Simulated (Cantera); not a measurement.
Feed: 1 mol SiCl₄, 25 mol O₂, held at 398 Torr.

Equilibrium computed with Cantera from the NASA thermochemical tables; the gas is ideal and each condensed phase is pure. Candidate condensed phases: Si, SiO₂; 15 gas species. The tables hold silica as quartz up to 1696 K and as liquid above; real silica turns to tridymite and cristobalite and melts near 1996 K. Equilibrium is a limit: real reactors are often held back by kinetics, nucleation or transport. All values below are at 1600 K.

Base state: O₂ 0.906, Cl₂ 0.0572, Cl 0.0361, ClO 0.000546, O 1.90e-5 (mole fractions); condensed: SiO₂(β-quartz).

### Question
What changes in the equilibrium state with this change: SiCl₄ replaced by SiH₄?

### Answer
```json
[
 {"species": "O₂", "before": "0.906", "after": "0.920"},
 {"species": "H₂O", "before": "0", "after": "0.0799"},
 {"species": "OH", "before": "0", "after": "0.000268"},
 {"species": "Cl₂", "before": "0.0572", "after": "0"},
 {"species": "Cl", "before": "0.0361", "after": "0"},
 {"species": "ClO", "before": "0.000546", "after": "0"},
 {"species": "O", "before": "1.90e-5", "after": "1.91e-5"},
 {"species": "SiO₂(β-quartz), mol", "before": "1.00", "after": "1.00"}
]
```
Gases not in the tables: Si(OH)₄. Further candidate phases: H₂O.

### Question
What changes in the equilibrium state with this change: pressure from 398 Torr to 100 Torr?

### Answer
| species | before | after |
|---|---|---|
| O₂ | 0.906 | 0.894 |
| Cl | 0.0361 | 0.0624 |
| Cl₂ | 0.0572 | 0.0431 |
| O | 1.90e-5 | 3.76e-5 |
| ClO | 0.000546 | 0.000470 |
| SiO₂(β-quartz), mol | 1.00 | 1.00 |
